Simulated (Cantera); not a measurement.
A closed system holds: 1 mol B₂O₃, 19 mol H₂O, 3.1 mol H₂, held at 0.560 bar.

Method: chemical equilibrium by Gibbs-energy minimisation in Cantera with the NASA 1993 tables (ideal gas, pure condensed phases). Candidate condensed phases: B, B₂O₃, B₃O₃H₃, H₂O; 23 gas species. Gases not in the tables: H₃BO₃. Kinetics and transport are ignored. All values below are at 1475 K.

Base state: H₂O 0.835, H₂ 0.139, HBO₂ 0.0236, (HBO₂)₃ 0.00282, B₂O₃ 2.30e-5 (mole fractions); condensed: B₂O₃(l).

Task: What changes in the equilibrium state with this change: pressure from 0.560 bar to 0.0290 bar?

Result: 
```
species        before     after
------------  -------  --------
H₂O             0.835     0.780
H₂              0.139     0.134
HBO₂           0.0236    0.0849
B₂O₃          2.30e-5  0.000318
(HBO₂)₃       0.00282  0.000351
H             6.46e-6   2.79e-5
B₂O₃(l), mol    0.641         0
```

Task: What changes in the equilibrium state with this change: 1.3 mol HF added?

Result: 
```
species       before    after
------------  ------  -------
H₂O            0.835    0.789
H₂             0.139    0.131
HF                 0   0.0502
HBO₂          0.0236   0.0230
BOF                0  0.00433
BF₃                0  9.64e-5
B₃O₃F₃             0  1.44e-5
B₂O₃(l), mol   0.641    0.582
```
